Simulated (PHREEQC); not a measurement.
Dissolve 0.11 mol NH4Cl per kg of water at 20 °C. Closed to the air; pH follows from the charge balance.

Model: ion-association model, phreeqc.dat, run in PHREEQC.

No solid was allowed to form.

**Question.** Estimate the pH, density.

**Answer.** pH 5.29; density 1.000 g/cm³.
